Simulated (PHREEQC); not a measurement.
PHREEQC input (Pitzer model, pitzer.dat):

```
SOLUTION 1
  temp 25
  units mol/kgw
  pH 7 charge
  C(4) 0.0097
  Na 0.1908
  S(6) 0.0057
END
USE solution 1
INCREMENTAL_REACTIONS false
REACTION 1
  H2O -1
  0 9.886 18.011 24.689 30.178 34.689 38.397 41.444
  43.949 46.007 47.699 49.089 50.232 51.172 51.944 52.578
  53.1 53.528 53.88 54.17 54.408 54.603 54.764 moles
EQUILIBRIUM_PHASES 1
  Burkeite 0 0
  Mirabilite 0 0
  Nahcolite 0 0
  Natron 0 0
  Thenardite 0 0
  Trona 0 0
  CO2(g) -3.4 10
SELECTED_OUTPUT 1
  -reset false
  -pH true
  -pe true
  -ionic_strength true
  -water true
  -activities H2O
  -totals C Na S
  -molalities H+ Na+ CO3-2 SO4-2 OH- HCO3- CO2 HSO4-
  -equilibrium_phases Burkeite Mirabilite Nahcolite Natron Thenardite Trona
PRINT
  -reset false
END
```

Selected output (columns that matter, 13 of 23 rows; water left (kg) added in front):

```
water left (kg)	pH	mu	C	Na	S	m_H+	m_Na+	m_CO3-2	m_SO4-2	m_OH-	m_HCO3-	la_H2O	Trona
1.00092	9.8458	0.25711	0.11836	0.19062	0.0056948	2.3457e-10	0.19062	0.060791	0.0056948	0.00010018	0.057552	-0.0020607	0
0.676518	9.9065	0.38718	0.16836	0.28203	0.0084255	2.2045e-10	0.28203	0.09672	0.0084255	0.00011925	0.071623	-0.002923	0
0.457388	9.9606	0.58125	0.24046	0.41715	0.012462	2.1247e-10	0.41715	0.15164	0.012462	0.00013903	0.088815	-0.0041456	0
0.309374	10.008	0.87009	0.34479	0.61673	0.018424	2.0978e-10	0.61673	0.23494	0.018424	0.00015811	0.10984	-0.0058683	0
0.254506	10.03	1.0634	0.41342	0.74969	0.022396	2.1016e-10	0.74969	0.29132	0.022396	0.00016672	0.12209	-0.0069735	0
0.172345	10.068	1.5851	0.59587	1.1071	0.033073	2.1358e-10	1.1071	0.4449	0.033073	0.0001803	0.15096	-0.0098243	0
0.116856	10.099	2.3552	0.86136	1.6328	0.048778	2.1868e-10	1.6328	0.67369	0.048778	0.00018635	0.18766	-0.013829	0
0.0793574	10.125	3.4881	1.2486	2.4043	0.071827	2.2148e-10	2.4043	1.0119	0.071827	0.00018188	0.23662	-0.019606	0
0.0540467	10.144	5.1419	1.813	3.5303	0.10546	2.1555e-10	3.5303	1.5062	0.10546	0.00016534	0.30679	-0.028387	0
0.0446489	10.15	6.2324	2.1865	4.2733	0.12766	2.0681e-10	4.2733	1.8313	0.12766	0.00015276	0.35518	-0.034653	0
0.0306018	10.146	9.103	3.1804	6.2349	0.18626	1.7367e-10	6.2349	2.6818	0.18626	0.00012148	0.4986	-0.053794	0
0.0201961	10.138	9.2712	3.1404	6.347	0.28223	1.6962e-10	6.347	2.642	0.28223	0.00012012	0.49838	-0.054824	0.020872
0.013175	10.124	9.4988	3.0642	6.4979	0.43264	1.6372e-10	6.4979	2.5683	0.43264	0.00011833	0.49591	-0.056178	0.035063
```
